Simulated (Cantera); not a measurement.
An adiabatic, constant-volume homogeneous reactor starts with 3.80 % CH4, 20.0 % O2, 75.3 % N2, 0.875 % CO2, equivalence ratio 0.38, at 1675 K and 5.00 bar.

Model: GRI-Mech 3.0 (53 species, 325 reactions), integrated in Cantera.

Task: Predict: time of steepest temperature rise; temperature at 0.800 s; equilibrium temperature; x(O2) at 0.800 s; x(H2O2) at 0.800 s.

Result: 
```
Quantity                                                            Result
---------------------------------  ---------------------------------------
time of steepest temperature rise                                  57.3 µs
temperature at 0.800 s                                              2548 K
equilibrium temperature                                             2548 K
x(O2) at 0.800 s                       0.113 (gas-phase equilibrium 0.113)
x(H2O2) at 0.800 s                 5.17e-7 (gas-phase equilibrium 5.17e-7)
```
